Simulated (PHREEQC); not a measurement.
Dissolve 0.028 mol/kgw HF, 0.006 mol/kgw H2SiF6 and 0.26 mol/kgw HNO3 at 20 °C. Closed to the air; pH follows from the charge balance.

Equilibrium calculation in PHREEQC: ion-association model, phreeqc.dat.

```csv
quantity,before,after
pH,0.67,1.33
HF (mol/kgw),0.0278,0.00588
F- (mol/kgw),0.000148,0.000116
HF2- (mol/kgw),1.50e-5,2.52e-6
H4SiO4 (mol/kgw),2.69e-7,6.66e-5
SI of Quartz (SiO2),-2.48,-0.11
```

### Question
Which change was made?
A. HNO3 from 0.26 to 0.286 mol/kgw
B. diluted 2-fold with water
C. diluted 10-fold with water
D. temperature from 20 to 80 °C
E. diluted 5-fold with water

### Answer
E, diluted 5-fold with water

Precipitation was switched off in this run. SiF6-2 is the database's only silicon fluoride.
